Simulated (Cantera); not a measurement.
Standard-state values (1 bar) from the NASA 1993 polynomials, evaluated with Cantera. Values are per mole of reaction as written; species without (g) are pure solids or liquids, kept so even where they would boil at 1 bar.

### Question
Between 2025 and 2525 K, where is each reaction favourable under standard conditions?
- 2 Ti + O2(g) → 2 TiO(g)
- 2 B + O2(g) → B2O2(g)
- 2 Pb + O2(g) → 2 PbO(g)

### Answer
- 2 Ti + O2(g) → 2 TiO(g): ΔG° is -250 kJ at 2025 K and -315 kJ at 2525 K; it stays negative (K > 1). ΔH° is 1 kJ and ΔS° 125 J/K at 2525 K.
- 2 B + O2(g) → B2O2(g): ΔG° is -502 kJ at 2025 K and -502 kJ at 2525 K; it stays negative (K > 1). ΔH° is -576 kJ and ΔS° -29 J/K at 2525 K.
- 2 Pb + O2(g) → 2 PbO(g): ΔG° is -90 kJ at 2025 K and -136 kJ at 2525 K; it stays negative (K > 1). ΔH° is 88 kJ and ΔS° 88 J/K at 2525 K.
